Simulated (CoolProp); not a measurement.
Values from CoolProp's reference Helmholtz-energy equation of state, Lemmon 2006. It is a short technical equation, of lower accuracy than the large ones.

Task: For nitrous oxide, give the phase and the cv (kJ/(kg K)), speed of sound (m/s) at 308.5 K and 1.01 bar; 368.9 K and 1.01 bar; 389 K and 1.01 bar.

Result: 
- 308.5 K and 1.01 bar: gas; cv 0.700, speed of sound 271
- 368.9 K and 1.01 bar: gas; cv 0.755, speed of sound 295
- 389 K and 1.01 bar: gas; cv 0.772, speed of sound 302
